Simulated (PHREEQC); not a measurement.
0.016 g of hydrous ferric oxide (600 m²/g; 0.2 weak and 0.005 strong sites per Fe, Dzombak-Morel constants, diffuse double layer) in 1 kg of water with 0.001 mol/kgw of an inert sodium salt and 0.0042 mmol/kgw CuCl2 and 0.0079 mmol/kgw PbCl2, at 25 °C; the pH is set by adding NaOH or the inert anion's acid. O2 is buffered at 0.21 atm. No CO2 enters from the air. No solid was allowed to form.

Base run: PHREEQC, ion-association model, wateq4f.dat. Each further column changes one thing. The table gives Cu sorbed (%).

```csv
pH,base,no electrostatic term (-no_edl),background salt from 0.001 to 0.0001 mol/kgw,oxide from 0.016 to 0.08 g/kgw,8.2e-06 mol/kgw MgCl2 added
4,0.1,0.2,0.1,0.5,0.1
4.5,0.3,0.8,0.3,1.9,0.3
5,1.4,6.1,1.1,7.3,1.4
5.5,8.4,36.4,7.5,32.9,8.5
6,35.1,82.0,33.3,78.3,35.2
6.5,67.2,97.0,65.7,96.3,67.2
7,80.2,99.0,78.8,99.0,80.3
7.5,80.8,98.8,79.5,99.3,80.8
8,79.7,97.3,79.0,99.3,79.6
8.5,78.9,91.3,78.7,99.3,77.6
9,78.3,69.4,78.4,99.3,69.5
9.5,77.6,26.3,78.2,99.2,49.5
10,76.6,4.1,77.6,99.2,27.5
```

In at least one series the solution becomes supersaturated in solids that the run did not let form, among them Pb(OH)2. The database's constant for dissolved Cu(OH)2 is higher than later reviews accept.
